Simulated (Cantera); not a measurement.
A perfectly stirred reactor is fed with CH4 : H2 = 1 : 3 (molar parts), at 12.0 Pa; it is held at 1975 K, and followed from long to short residence time.

Cantera simulation using GRI-Mech 3.0 (53 species, 325 reactions); the numbers are that mechanism's predictions, not measurements. GRI-Mech 3.0 stops at C3 and has no aromatics, soot or wall deposition, so with more carbon than oxygen in the feed, carbon stays in small species such as C2H2 where larger ones or solid carbon would form. Radical loss at walls, strong at low pressure, is not modelled.

**Question.** What does this change do: temperature 1975 to 1925 K?

**Answer.** 
```
quantity                 before    after
----------------------  -------  -------
x(CH4) at τ = 0.360 s     0.192    0.215
x(H2) at τ = 0.360 s      0.777    0.765
x(C2H4) at τ = 0.360 s  0.00299  0.00250
x(C2H2) at τ = 0.360 s   0.0158  0.00813
x(C2H) at τ = 0.360 s   7.49e-7  2.15e-7
x(CH4) at τ = 8.20 ms     0.250    0.250
x(H2) at τ = 8.20 ms      0.750    0.750
x(C2H4) at τ = 8.20 ms  4.91e-7  1.57e-7
x(C2H2) at τ = 8.20 ms  2.09e-8  4.45e-9
x(C2H) at τ = 8.20 ms    <1e-12   <1e-12
```
